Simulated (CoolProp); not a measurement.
Vapour-liquid equilibrium of n-heptane (1) + ethylbenzene (2) at 301.8 K; x and y are mole fractions of (1).

Model: multi-fluid Helmholtz-energy mixture model, Span 2003 and Zhou 2012; pair parameters Bell 2016, in CoolProp.

| x | bubble pressure (MPa) | y at the bubble point | dew pressure at overall composition x (MPa) | liquid density (mol/L) |
|---|---|---|---|---|
| 0.05 | 0.002038 | 0.266 | 0.001642 | 8.015 |
| 0.125 | 0.002660 | 0.479 | 0.001761 | 7.899 |
| 0.2 | 0.003206 | 0.600 | 0.001898 | 7.787 |
| 0.275 | 0.003693 | 0.680 | 0.002058 | 7.677 |
| 0.35 | 0.004134 | 0.738 | 0.002247 | 7.570 |
| 0.425 | 0.004541 | 0.783 | 0.002471 | 7.465 |
| 0.5 | 0.004923 | 0.821 | 0.002744 | 7.364 |
| 0.575 | 0.005287 | 0.853 | 0.003079 | 7.264 |
| 0.65 | 0.005641 | 0.882 | 0.003498 | 7.168 |
| 0.725 | 0.005989 | 0.909 | 0.004030 | 7.074 |
| 0.8 | 0.006337 | 0.934 | 0.004708 | 6.983 |
| 0.875 | 0.006687 | 0.959 | 0.005555 | 6.894 |
| 0.95 | 0.007044 | 0.983 | 0.006560 | 6.807 |

No azeotrope shows between x = 0.05 and 0.95.

Pair parameters are fitted to limited data, so mixtures are less certain than the pure fluids.
